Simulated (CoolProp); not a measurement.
Chloromethane (R40) along the isobar 0.681 MPa: density (kg/m³) from the reference equation and from simpler models built on Tc = 145.5 °C, pc = 6.929 MPa, ω = 0.150; each cubic takes its own stable root.

Computed with CoolProp (reference Helmholtz-energy equation of state, Thol 2014).

```json
[
 {"T (°C)": "101.45", "phase": "gas", "reference": "11.67", "van der Waals": "11.49", "Peng-Robinson": "11.66"},
 {"T (°C)": "112.85", "phase": "gas", "reference": "11.26", "van der Waals": "11.12", "Peng-Robinson": "11.26"},
 {"T (°C)": "124.25", "phase": "gas", "reference": "10.89", "van der Waals": "10.77", "Peng-Robinson": "10.89"},
 {"T (°C)": "135.65", "phase": "gas", "reference": "10.54", "van der Waals": "10.45", "Peng-Robinson": "10.55"},
 {"T (°C)": "147.05", "phase": "gas", "reference": "10.21", "van der Waals": "10.14", "Peng-Robinson": "10.22"},
 {"T (°C)": "158.45", "phase": "gas", "reference": "9.911", "van der Waals": "9.854", "Peng-Robinson": "9.924"},
 {"T (°C)": "169.85", "phase": "gas", "reference": "9.627", "van der Waals": "9.583", "Peng-Robinson": "9.642"},
 {"T (°C)": "181.25", "phase": "gas", "reference": "9.361", "van der Waals": "9.327", "Peng-Robinson": "9.377"},
 {"T (°C)": "192.65", "phase": "gas", "reference": "9.111", "van der Waals": "9.085", "Peng-Robinson": "9.127"},
 {"T (°C)": "204.05", "phase": "gas", "reference": "8.874", "van der Waals": "8.856", "Peng-Robinson": "8.890"},
 {"T (°C)": "215.45", "phase": "gas", "reference": "8.651", "van der Waals": "8.638", "Peng-Robinson": "8.667"},
 {"T (°C)": "226.85", "phase": "gas", "reference": "8.439", "van der Waals": "8.431", "Peng-Robinson": "8.454"}
]
```
